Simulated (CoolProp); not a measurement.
Fluorine along the isotherm -133.85 °C: Z from the reference equation and from simpler models built on Tc = -128.7 °C, pc = 52.40 bar, ω = 0.045; each cubic takes its own stable root.

Model: reference Helmholtz-energy equation of state, de Reuck 1990, in CoolProp.

| p (bar) | phase | reference |
|---|---|---|
| 2.38 | gas | 0.9832 |
| 4.76 | gas | 0.9658 |
| 7.14 | gas | 0.9479 |
| 9.53 | gas | 0.9293 |
| 11.9 | gas | 0.9101 |
| 14.3 | gas | 0.8901 |
| 16.7 | gas | 0.8692 |
| 19.1 | gas | 0.8475 |
| 21.4 | gas | 0.8258 |
| 23.8 | gas | 0.8020 |
| 26.2 | gas | 0.7768 |

Question: How far does each simpler model (van der Waals, Peng-Robinson) lie from the reference over these 11 states: mean and median of the absolute difference, and the worst?

Answer: 
- van der Waals: mean 1.7 %, median 1.5 %, worst +3.8 % at -133.85 °C and 26.2 bar
- Peng-Robinson: mean 1.4 %, median 1.4 %, worst -2.5 % at -133.85 °C and 26.2 bar
